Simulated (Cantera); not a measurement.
Feed: 1 mol AlN, a varied amount of HCl, equilibrated at 1675 K and 25.0 mbar.

Method: chemical equilibrium by Gibbs-energy minimisation in Cantera with the NASA 1993 tables (ideal gas, pure condensed phases). Candidate condensed phases: Al, AlCl₃, AlN, NH₄Cl; 20 gas species. The tables' values for AlCl₂ are old estimates; treat these amounts as uncertain. Kinetics and transport are ignored.

x: gas mole fraction; nothing condenses.

| n(HCl) (mol) | x HCl | x H₂ | x AlCl₃ | x N₂ | x AlCl₂ | x Cl | x AlCl |
|---|---|---|---|---|---|---|---|
| 7.8 | 0.620 | 0.187 | 0.120 | 0.0638 | 0.00620 | ? | 0.00139 |
| 13 | 0.769 | 0.114 | 0.0740 | 0.0384 | 0.00241 | ? | 0.000339 |
| 19 | 0.840 | 0.0788 | 0.0511 | 0.0263 | 0.00127 | ? | 0.000136 |
| 25 | 0.877 | 0.0604 | 0.0391 | 0.0200 | 0.000810 | ? | 7.28e-5 |
| 30 | 0.897 | 0.0506 | 0.0326 | 0.0166 | 0.000606 | ? | 4.88e-5 |
| 36 | 0.913 | 0.0425 | 0.0272 | 0.0139 | 0.000456 | ? | 3.31e-5 |
| 42 | 0.925 | 0.0368 | 0.0234 | 0.0119 | 0.000359 | 0.00276 | 2.39e-5 |
| 47 | 0.932 | 0.0331 | 0.0209 | 0.0106 | 0.000303 | 0.00294 | 1.90e-5 |
| 53 | 0.939 | 0.0296 | 0.0186 | 0.00942 | 0.000252 | 0.00313 | 1.48e-5 |
| 59 | 0.944 | 0.0269 | 0.0167 | 0.00846 | 0.000215 | 0.00330 | 1.20e-5 |

Q: Fill in the missing entries.

A: 
- 7.8, x Cl: 0.000822
- 13, x Cl: 0.00131
- 19, x Cl: 0.00172
- 25, x Cl: 0.00205
- 30, x Cl: 0.00229
- 36, x Cl: 0.00254
